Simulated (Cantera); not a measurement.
Charge: 1 mol Cr, 0.16 mol N2O, 1.2 mol N2, held at 2498.15 K and 0.0100 bar.

Equilibrium computed with Cantera from the NASA thermochemical tables; the gas is ideal and each condensed phase is pure. Candidate condensed phases: Cr, CrN, Cr2N, Cr2O3; 14 gas species. Rates play no part.

Base state: N2 0.575, Cr 0.360, CrO 0.0598, CrO2 0.00300, O 0.00134, NO 0.000399, O2 8.74e-5 (mole fractions); condensed: gas only.

Question: What changes in the equilibrium state with this change: pressure from 0.0100 bar to 0.133 bar?

Answer: 
| species | before | after |
|---|---|---|
| N2 | 0.575 | 0.586 |
| Cr | 0.360 | 0.372 |
| CrO | 0.0598 | 0.0401 |
| O2 | 8.74e-5 | 2.77e-6 |
| O | 0.00134 | 6.55e-5 |
| Cr2O3(s), mol | 0 | 0.0201 |

Question: What changes in the equilibrium state with this change: pressure from 0.0100 bar to 0.0133 bar?

Answer: 
```tsv
species	before	after
N2	0.575	0.575
Cr	0.360	0.360
CrO	0.0598	0.0601
O	0.00134	0.00101
O2	8.74e-5	6.65e-5
NO	0.000399	0.000348
CrO2	0.00300	0.00304
```
